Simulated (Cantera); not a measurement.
**Equilibrium for abatement and gas-phase synthesis: N2O + H2**

Input: 1 mol N2O, 0.4 mol H2, equilibrated at 0.0100 bar.

Method: chemical equilibrium by Gibbs-energy minimisation in Cantera with the NASA 1993 tables (ideal gas, pure condensed phases). Candidate condensed phases: H2O; 47 gas species. Ions and electrons are included (thermal ionisation). The numbers say what is thermodynamically allowed, not how fast it happens.

```
T (K)  log p N2  log p O  log p H  log p H2O  log p O2  log p N  log p OH  log p H2  log p NO
-----  --------  -------  -------  ---------  --------  -------  --------  --------  --------
2000      -2.23    -4.56    -5.19      -2.64     -2.77   -10.16     -4.03     -4.80     -4.23
2500      -2.27    -3.27    -3.41      -2.83     -2.86    -7.67     -3.30     -3.62     -3.82
3000      -2.40    -2.61    -2.65      -4.00     -3.32    -6.06     -3.44     -3.69     -3.79
3500      -2.45    -2.47    -2.55      -6.09     -4.32    -4.88     -4.33     -4.65     -4.09
4000      -2.46    -2.46    -2.55      -7.88     -5.26    -3.98     -5.16     -5.50     -4.39
4500      -2.49    -2.46    -2.56      -9.31     -6.01    -3.29     -5.83     -6.19     -4.66
5000      -2.61    -2.49    -2.58     -10.52     -6.66    -2.78     -6.41     -6.78     -4.94
```
log p: log10 of the partial pressure in bar; nothing condenses.

From 2000 K to 5000 K nothing is condensed.
